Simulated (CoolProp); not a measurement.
A single-stage vapour-compression cycle with sulfur dioxide: evaporating at 323.15 K (dew point), condensing at 349.15 K (bubble point), superheat 10 K, subcooling 0 K, compressor efficiency 0.9, no pressure losses. Each further row changes one setting.

Model: reference Helmholtz-energy equation of state, Gao 2016, in CoolProp.

| case | cooling COP | pressure ratio | discharge temperature (K) | refrigerating effect (kJ/kg) | volumetric capacity (kJ/m³) |
|---|---|---|---|---|---|
| as stated | 9.76 | 1.95 | 386.7 | 299 | 6460 |
| evaporating temperature 328.15 K | 12.5 | 1.70 | 380.8 | 300 | 7420 |
| condensing temperature 344.15 K | 12.3 | 1.73 | 376.6 | 306 | 6630 |
| subcooling 5 K | 10.0 | 1.95 | 386.7 | 306 | 6630 |
| superheat 20 K | 9.61 | 1.95 | 397.9 | 307 | 6360 |
| compressor efficiency 0.8 | 8.68 | 1.95 | 391.2 | 299 | 6460 |
